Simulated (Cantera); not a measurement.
A Cantera script and what it prints.

```python
import numpy as np
import cantera as ct

gas_names = """
    F F2 H HF H2 H2F2 H3F3 H4F4 H5F5 H6F6 H7F7 Si SiF SiF2 SiF3 SiF4 SiH SiHF3 SiH2 SiH2F2 SiH3 SiH3F
    SiH4 Si2 Si3
""".split()
cond_names = """
    Si(cr) Si(L)
""".split()


# ... load() reads the species with a 1 bar reference pressure and builds the phases ...
atoms = {
    'Si': {'Si': 1},
    'F2': {'F': 2},
    'H2': {'H': 2},
}
top_T = {}  # K; cautious upper limits of use, not melting points


# ... equilibrate(T, P, feed) seeds the gas with the atoms and calls Mixture.equilibrate('TP', solver="vcs", rtol=1e-11, max_steps=5000) ...
results = []
feed = {'Si': 1, 'F2': 0.52, 'H2': 21}  # mol
T = 1450  # K
P = 1000  # Pa
mix = equilibrate(T, P, feed)
results.append((T, P, feed, dict(zip(mix.species_names, mix.species_moles))))
x = sorted(zip(gas.X, gas.species_names), reverse=True)
print(f"T = {T:g} K  P = {P:g} Pa  gas = {mix.phase_moles(0):.4g} mol")
print("   x: " + "  ".join(f"{s} {v:.3e}" for v, s in x if v > 0.001))
print("   condensed (mol): " + ("  ".join(f"{mix.phase(i).name} {mix.phase_moles(i):.4g}"
      for i in range(1, mix.n_phases) if mix.phase_moles(i) > 1e-12) or "none"))
```

Result:

```
T = 1450 K  P = 1000 Pa  gas = 21.31 mol
   x: H2 9.836e-01  SiF4 6.519e-03  SiF3 4.521e-03  HF 2.319e-03  SiF2 1.953e-03
   condensed (mol): Si(cr) 0.7017
```

Method: chemical equilibrium by Gibbs-energy minimisation in Cantera with the NASA 1993 tables (ideal gas, pure condensed phases). The tables' values for SiF3, SiF2 are old estimates; treat these amounts as uncertain.
